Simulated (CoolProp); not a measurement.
Vapour-liquid equilibrium of dimethyl ether (1) + R236FA (2) at 0.107 MPa; x and y are mole fractions of (1).

Values from CoolProp's multi-fluid Helmholtz-energy mixture model, Wu 2011 and Pan 2012; pair parameters Bell 2016.

```tsv
x	bubble temperature (K)	y at the bubble point	dew temperature at overall composition x (K)	liquid density (mol/L)
0.05	272.7	0.059	272.8	9.703
0.15	272.0	0.190	272.3	10.17
0.25	270.8	0.336	271.6	10.67
0.35	269.0	0.487	270.7	11.21
0.45	266.6	0.633	269.5	11.80
0.55	263.6	0.760	268.1	12.45
0.65	260.2	0.858	266.3	13.14
0.75	256.8	0.926	263.9	13.88
0.85	253.5	0.969	260.6	14.67
0.95	250.8	0.993	255.1	15.49
```

No azeotrope shows between x = 0.05 and 0.95.

Pair parameters are fitted to limited data, so mixtures are less certain than the pure fluids.
